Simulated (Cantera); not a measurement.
A Cantera script and its output.

```python
import numpy as np
import cantera as ct

gas = ct.Solution("gri30.yaml")
gas.TPX = 525, 100000, {'CH4': 1, 'C2H6': 0.037, 'C3H8': 0.21, 'O2': 2.89, 'N2': 10.9}
flame = ct.FreeFlame(gas, width=0.04)
flame.set_refine_criteria(ratio=3, slope=0.08, curve=0.16)
flame.transport_model = "mixture-averaged"
flame.solve(loglevel=0, auto=True)
z, T = flame.grid, flame.T
thick = (T[-1] - T[0]) / np.gradient(T, z).max()
show = ['CH4', 'C2H6', 'C3H8', 'CO2', 'C2H2', 'NO']
print(f"laminar burning velocity  {flame.velocity[0] * 100:.3f} cm/s")
print(f"burnt temperature         {T[-1]:.1f} K")
print(f"thermal thickness         {thick * 1e3:.4f} mm")
print(f"grid points               {len(z)}")
z0 = z[flame.heat_release_rate.argmax()]
print(f"{'z/mm':>9s}{'T/K':>9s}{'u/(m/s)':>9s}" + "".join(f"{s:>11s}" for s in show))
rows = []
for k in (-3, -2, -1.5, -1, -0.5, -0.25, 0, 0.25, 0.5, 1, 2, 4, 8):
    zz = z0 + k * thick
    rows.append([k * thick, np.interp(zz, z, T), np.interp(zz, z, flame.velocity),
                 *(np.interp(zz, z, flame.X[gas.species_index(s)]) for s in show)])
    print(f"{rows[-1][0] * 1e3:9.3f}{rows[-1][1]:9.1f}{rows[-1][2]:9.3f}" + "".join(f"{x:11.3e}" for x in rows[-1][3:]))
```

Output:

```
laminar burning velocity  110.130 cm/s
burnt temperature         2357.4 K
thermal thickness         0.3186 mm
grid points               154
     z/mm      T/K  u/(m/s)        CH4       C2H6       C3H8        CO2       C2H2         NO
   -0.956    525.1    1.102  6.643e-02  2.458e-03  1.395e-02  6.471e-08  4.839e-09  1.664e-10
   -0.637    526.1    1.107  6.623e-02  2.454e-03  1.393e-02  1.498e-06  1.028e-07  2.633e-09
   -0.478    531.8    1.122  6.576e-02  2.448e-03  1.389e-02  1.370e-05  8.745e-07  1.775e-08
   -0.319    581.5    1.236  6.328e-02  2.447e-03  1.368e-02  2.108e-04  1.211e-05  1.906e-07
   -0.159    967.5    2.104  4.733e-02  2.701e-03  9.689e-03  3.755e-03  1.931e-04  2.583e-06
   -0.080   1393.7    3.092  2.791e-02  1.835e-03  2.853e-03  1.079e-02  5.627e-04  6.506e-06
    0.000   1787.8    4.021  7.809e-03  1.634e-04  5.928e-05  2.282e-02  8.594e-04  1.374e-05
    0.080   1961.0    4.417  7.839e-04  1.059e-06  3.387e-08  3.658e-02  1.958e-04  2.381e-05
    0.159   2007.6    4.507  4.079e-05  1.943e-09  2.541e-12  4.776e-02  1.052e-05  3.125e-05
    0.319   2049.9    4.575  9.565e-08  1.679e-14  1.825e-19  5.931e-02  1.610e-08  3.796e-05
    0.637   2102.0    4.669  2.361e-11  9.534e-20  2.688e-26  6.512e-02  3.125e-12  4.471e-05
    1.274   2166.1    4.792  1.680e-15  6.652e-26  8.062e-35  6.784e-02  2.526e-17  5.555e-05
    2.549   2234.1    4.920  1.050e-15  6.702e-28  4.588e-40  7.070e-02  1.283e-19  7.396e-05
```

Cantera simulation using GRI-Mech 3.0 (53 species, 325 reactions); the numbers are that mechanism's predictions, not measurements. GRI-Mech 3.0 was tuned for natural gas; its chemistry of propane as a main component is partial and can be far from experiment. Burning velocities carry a grid error of a few per cent, more on coarse grids.
